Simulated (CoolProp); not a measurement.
Vapour-liquid equilibrium of nitrogen (1) + carbon monoxide (2) at -158.55 °C; x and y are mole fractions of (1).

Model: multi-fluid Helmholtz-energy mixture model, Span 2000 and Lemmon 2006; pair parameters Gernert 2013, in CoolProp.

Question: Give the bubble pressure and the first vapour's composition at x = 0.125, 0.2, 0.5. Is there an azeotrope?

Answer: x = 0.125: 1.467 MPa, y = 0.152; x = 0.2: 1.508 MPa, y = 0.238; x = 0.5: 1.668 MPa, y = 0.548. No azeotrope shows between x = 0.05 and 0.95.

Pair parameters are fitted to limited data, so mixtures are less certain than the pure fluids.
